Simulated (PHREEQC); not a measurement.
Consider water at 25 °C with 0.00011 mol PbCl2 per kg of water. Closed to the air; pH follows from the charge balance.

Model: ion-association model, wateq4f.dat, run in PHREEQC.

- pH = 5.86
- ionic strength = 0.000327 mol/kgw

```csv
species,molality,activity,log γ
Cl-,0.000219,0.000215,-0.009
Pb+2,0.000108,9.91e-5,-0.036
H+,1.42e-6,1.40e-6,-0.009
PbOH+,1.41e-6,1.38e-6,-0.009
PbCl+,8.65e-7,8.47e-7,-0.009
OH-,7.32e-9,7.17e-9,-0.009
Pb2OH+3,3.70e-9,3.07e-9,-0.081
```

No solid was allowed to form.
